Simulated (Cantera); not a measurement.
# Si₂Cl₆ + HCl + H₂ (silicon epitaxy and polysilicon growth)

Charge: 1 mol Si₂Cl₆, 0.25 mol HCl, 59 mol H₂, held at 14.0 mbar.

Cantera equilibrium calculation (NASA polynomials, part measured and part estimated; ideal gas, pure solids and liquids). Candidate condensed phases: Si; 19 gas species. The feed counts by its element totals alone. The tables' values for SiCl₃, SiCl are old estimates; treat these amounts as uncertain. Gases not in the tables: Si₂H₆ and higher silanes. The numbers say what is thermodynamically allowed, not how fast it happens.

| T (K) | x H₂ | x HCl | x SiCl₂ | x SiCl₄ | x SiHCl₃ | n Si(s) | n Si(l) |
|---|---|---|---|---|---|---|---|
| 1148 | 0.932 | 0.0508 | 0.00607 | 0.00639 | 0.00236 | 0.964 | 0 |
| 1198 | 0.925 | 0.0591 | 0.00888 | 0.00350 | 0.00147 | 1.02 | 0 |
| 1248 | 0.920 | 0.0643 | 0.0113 | 0.00162 | 0.000815 | 1.05 | 0 |
| 1298 | 0.918 | 0.0669 | 0.0130 | 0.000676 | 0.000418 | 1.05 | 0 |
| 1348 | 0.917 | 0.0679 | 0.0141 | 0.000275 | 0.000211 | 1.04 | 0 |
| 1398 | 0.916 | 0.0680 | 0.0149 | 0.000114 | 0.000108 | 1.02 | 0 |
| 1448 | 0.916 | 0.0678 | 0.0154 | 4.95e-5 | 5.72e-5 | 1.00 | 0 |
| 1498 | 0.916 | 0.0674 | 0.0159 | 2.24e-5 | 3.14e-5 | 0.985 | 0 |
| 1548 | 0.916 | 0.0670 | 0.0163 | 1.07e-5 | 1.78e-5 | 0.968 | 0 |
| 1598 | 0.916 | 0.0665 | 0.0166 | 5.29e-6 | 1.05e-5 | 0.951 | 0 |
| 1648 | 0.916 | 0.0660 | 0.0169 | 2.74e-6 | 6.34e-6 | 0.934 | 0 |
| 1698 | 0.916 | 0.0658 | 0.0170 | 1.47e-6 | 3.94e-6 | 0 | 0.925 |
| 1748 | 0.914 | 0.0670 | 0.0164 | 8.21e-7 | 2.46e-6 | 0 | 0.958 |
x: gas mole fraction; n: condensed amount in mol.

From 1148 K to 1648 K the condensed part is Si(s). From 1698 K to 1748 K the condensed part is Si(l). The main Si-bearing gas is SiCl₄ at 1148 K and SiCl₂ at 1748 K. The share of Si in condensed phases is highest at 1298 K (52.4 %) and lowest at 1698 K (46.2 %).
